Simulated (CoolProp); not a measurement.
Nitrogen at 552.37 K and 2.35 MPa flows at 5 m/s in a round tube of 4.6 mm bore and 15 µm roughness, fully developed (64/Re and Nu = 3.66 if laminar; Colebrook and Gnielinski if turbulent). Each further row changes one setting.

Values from CoolProp's reference Helmholtz-energy equation of state, Span 2000.

```tsv
case	Reynolds number	Darcy friction factor	pressure drop (Pa/m)	heat-transfer coefficient (W/(m² K))	mass flow (kg/h)
as stated	11600	0.0346	(withheld)	(withheld)	4.25
velocity 10 m/s	23200	(withheld)	4830	(withheld)	(withheld)
diameter 9.2 mm	23200	0.0284	(withheld)	307	17.0
```

Problem. Some entries are withheld; supply them.

Solution. 
- as stated, pressure drop (Pa/m): 1330
- as stated, heat-transfer coefficient (W/(m² K)): 363
- velocity 10 m/s, Darcy friction factor: 0.0313
- velocity 10 m/s, heat-transfer coefficient (W/(m² K)): 682
- velocity 10 m/s, mass flow (kg/h): 8.49
- diameter 9.2 mm, pressure drop (Pa/m): 548

Viscosity comes from a separate model (Lemmon 2004). Thermal conductivity comes from a separate model (Lemmon 2004).
